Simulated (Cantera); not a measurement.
Cantera run, input and output.

```python
import numpy as np
import cantera as ct

gas = ct.Solution("gri30.yaml")
gas.TPX = 625, 440000, {'CO': 1, 'H2': 0.073, 'CH4': 1.1, 'O2': 1.71, 'N2': 6.43}
inlet = ct.Reservoir(gas, clone=True)
gas.equilibrate("HP")  # start burning
reactor = ct.IdealGasConstPressureReactor(gas, energy="on", clone=False)
exhaust = ct.Reservoir(gas, clone=True)
tau = [0.5, 0.19, 0.072, 0.027, 0.01, 0.0039, 0.0015, 0.00056, 0.00021, 8e-05][0]
for a, b in ((inlet, reactor), (reactor, exhaust)):
    ct.MassFlowController(a, b, mdot=lambda t: reactor.mass / tau)
net = ct.ReactorNet([reactor])
show = ['CO', 'H2', 'CH4', 'NO2', 'O2']

rows = []
print(f"{'tau/s':>10s}{'T/K':>9s}" + "".join(f"{s:>11s}" for s in show))
for tau in [0.5, 0.19, 0.072, 0.027, 0.01, 0.0039, 0.0015, 0.00056, 0.00021, 8e-05]:
    net.initial_time = 0.0
    net.advance(30 * tau)
    before = gas.X
    net.advance(40 * tau)
    drift = np.max(np.abs(gas.X - before) / (gas.X + 1e-9))
    rows.append([gas.T, *gas[show].X, drift])
    print(f"{tau:10.3e}{gas.T:9.1f}" + "".join(f"{x:11.3e}" for x in gas[show].X))
```

Output:

```
     tau/s      T/K         CO         H2        CH4        NO2         O2
 5.000e-01   2173.5  1.304e-01  5.929e-02  1.906e-05  3.826e-10  8.370e-06
 1.900e-01   2173.0  1.304e-01  5.923e-02  4.341e-05  5.550e-10  1.848e-05
 7.200e-02   2172.3  1.303e-01  5.911e-02  9.481e-05  8.163e-10  4.261e-05
 2.700e-02   2171.4  1.301e-01  5.883e-02  2.023e-04  1.169e-09  1.011e-04
 1.000e-02   2170.0  1.297e-01  5.820e-02  4.156e-04  1.612e-09  2.433e-04
 3.900e-03   2167.3  1.291e-01  5.710e-02  7.534e-04  2.158e-09  5.495e-04
 1.500e-03   2160.5  1.283e-01  5.546e-02  1.234e-03  2.934e-09  1.211e-03
 5.600e-04   2144.0  1.279e-01  5.332e-02  1.899e-03  4.033e-09  2.650e-03
 2.100e-04   2105.5  1.289e-01  5.055e-02  3.054e-03  5.246e-09  5.989e-03
 8.000e-05    625.0  9.696e-02  7.078e-03  1.067e-01 -4.998e-20  1.658e-01
```

Computed with Cantera and GRI-Mech 3.0 (53 species, 325 reactions).
